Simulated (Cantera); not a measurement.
An adiabatic, constant-volume homogeneous reactor starts with 1.18 % C3H8, 19.0 % O2, 71.5 % N2, 8.26 % CO2, at 1800 K and 750 Torr.

Computed with Cantera and GRI-Mech 3.0 (53 species, 325 reactions). GRI-Mech 3.0 was tuned for natural gas; its chemistry of propane as a main component is partial and can be far from experiment.

Task: Predict: time of steepest temperature rise; temperature at 0.500 s; equilibrium temperature; x(O2) at 0.500 s; x(H2O2) at 0.500 s; x(OH) at 0.500 s.

Result: 
```json
{
 "time_of_steepest_temperature_rise": "11.8 µs",
 "temperature at 0.500 s": "2415 K",
 "equilibrium_temperature": "2415 K",
 "x(O2) at 0.500 s": "0.122 (gas-phase equilibrium 0.122)",
 "x(H2O2) at 0.500 s": "1.02e-7 (gas-phase equilibrium 1.02e-7)",
 "x(OH) at 0.500 s": "0.00582 (gas-phase equilibrium 0.00582)"
}
```
